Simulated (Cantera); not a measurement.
A perfectly stirred reactor is fed with 17.1 % H2, 13.2 % O2, 69.7 % N2, equivalence ratio 0.65, at 308 Torr; it is held at 1175 K, and followed from long to short residence time.

Model: the H2/O2 subset of GRI-Mech 3.0, which has no nitrogen chemistry, integrated in Cantera. The temperature is held fixed by assumption; the heat of reaction is taken as removed at once.

Predict: x(H2) at τ = 3.00 s; x(O2) at τ = 3.00 s; x(O) at τ = 3.00 s; x(HO2) at τ = 3.00 s; x(H) at τ = 3.00 s; x(H2) at τ = 23.0 ms; x(O2) at τ = 23.0 ms; x(O) at τ = 23.0 ms; x(HO2) at τ = 23.0 ms; x(H) at τ = 23.0 ms.


```
Quantity                  Value
---------------------  --------
x(H2) at τ = 3.00 s     9.79e-5
x(O2) at τ = 3.00 s      0.0504
x(O) at τ = 3.00 s      1.11e-5
x(HO2) at τ = 3.00 s    2.78e-6
x(H) at τ = 3.00 s      2.60e-6
x(H2) at τ = 23.0 ms    0.00226
x(O2) at τ = 23.0 ms     0.0512
x(O) at τ = 23.0 ms    0.000324
x(HO2) at τ = 23.0 ms   1.86e-5
x(H) at τ = 23.0 ms    0.000331
```
